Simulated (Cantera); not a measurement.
# Ignition delay

Mixture: 4.37 % CH₄, 20.8 % O₂, 74.8 % N₂, equivalence ratio 0.42, at 12000 Torr, adiabatic and at constant pressure. Ignition delay is the time to a rise of 400 K.

Model: GRI-Mech 3.0 (53 species, 325 reactions), integrated in Cantera. The pressure lies above the range GRI-Mech 3.0 was tuned for (to about 10 atm).

```csv
T0 (K),delay (ms)
1298,0.650
1348,0.383
1398,0.232
1448,0.145
1498,0.0929
1548,0.0609
```

The apparent activation energy between 1448 and 1548 K is 160 kJ/mol.
